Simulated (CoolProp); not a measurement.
A single-stage vapour-compression cycle with the fluid: evaporating at 261.15 K (dew point), condensing at 321.15 K (bubble point), superheat 0 K, subcooling 0 K, compressor efficiency 0.75, no pressure losses. The same conditions are run with several fluids, on thermodynamics alone (safety and materials aside).

Model: reference Helmholtz-energy equation of state of each fluid (R142b: Lemmon 2006; R11: Jacobsen 1992; hydrogen sulfide: Lemmon 2006; chlorine: Thol 2021; propylene: Lemmon 2013; n-pentane: Thol 2019), in CoolProp.

```
fluid             cooling COP  pressure ratio  discharge temperature (K)  refrigerating effect (kJ/kg)  volumetric capacity (kJ/m³)
----------------  -----------  --------------  -------------------------  ----------------------------  ---------------------------
R142b                    2.50            7.20                      341.1                           147                          636
R11                      2.70            9.53                      355.1                           141                          212
hydrogen sulfide         2.40            4.77                      417.5                           349                         4290
chlorine                 2.57            5.67                      439.3                           214                         1790
propylene                2.27            4.90                      347.3                           238                         2040
n-pentane                2.52            10.9                      326.5                           256                          118
```
